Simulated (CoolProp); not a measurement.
Values from CoolProp's reference Helmholtz-energy equation of state, Thol 2019.

Problem. Give the vapour pressure (MPa), liquid density (kg/m³), vapour density (kg/m³), enthalpy of vaporisation (kJ/kg) of saturated dodecamethylpentasiloxane (MD3M) at 405.6, 498.1 K.

Solution. 
```json
[
 {"T (K)": "405.6", "p (MPa)": "0.00513", "liquid density (kg/m³)": "764", "vapour density (kg/m³)": "0.593", "enthalpy of vaporisation (kJ/kg)": "143"},
 {"T (K)": "498.1", "p (MPa)": "0.0903", "liquid density (kg/m³)": "660", "vapour density (kg/m³)": "9.32", "enthalpy of vaporisation (kJ/kg)": "112"}
]
```
